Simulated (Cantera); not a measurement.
Charge: 1 mol CH₃SiCl₃, 5.7 mol H₂, at 1175 K and 135 Torr.

Equilibrium computed with Cantera from the NASA thermochemical tables; the gas is ideal and each condensed phase is pure. The feed counts by its element totals alone. The tables' values for SiCl₃ are old estimates; treat these amounts as uncertain. Rates play no part.

```
species             before     after
----------------  --------  --------
H₂                   0.744     0.781
HCl                  0.218     0.196
SiCl₄               0.0322    0.0190
SiCl₃             0.000832  0.000560
SiHCl₃             0.00259   0.00179
SiCl₂             0.000210  0.000161
SiH₂Cl₂            2.68e-5   2.16e-5
CH₄                0.00191   0.00210
C(graphite), mol     0.285     0.209
SiC(s), mol          0.699     0.769
```
Gas species are given as mole fractions.

Task: Which change was made?
A) temperature from 1175 K to 2648 K
B) H₂ from 5.7 to 2000 mol
C) pressure from 135 Torr to 750 Torr
D) H₂ from 5.7 to 8 mol

Result: D, H₂ from 5.7 to 8 mol
